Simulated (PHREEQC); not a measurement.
Make-up at 25 °C: 3.2 mol/kgw H2SO4 and 1.5 mol/kgw Na2SO4. Closed to the air; pH follows from the charge balance.

Equilibrium calculation in PHREEQC: Pitzer model, pitzer.dat.

The ionic strength comes out as 6.07 mol/kgw. What activity coefficients do Na+, SO4-2, H+, HSO4- get?

Na+ 1.4, SO4-2 0.0027, H+ 5.7, HSO4- 0.58. Single-ion values are on the MacInnes scale.

Precipitation was switched off in this run. Complexes and solids missing from the database can't appear. In brines, pH and single-ion activities rest on the MacInnes convention.
